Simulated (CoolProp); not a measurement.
Model: reference Helmholtz-energy equation of state, Zhou 2011, in CoolProp.

Task: For dimethyl carbonate, give the phase and the density (kg/m³), cv (kJ/(kg K)), isothermal compressibility (1/MPa), fugacity coefficient at 310.05 °C and 24500 kPa.

Result: 
- 310.05 °C and 24500 kPa: supercritical; density 703, cv 1.84, isothermal compressibility 0.00768, fugacity coefficient 0.290
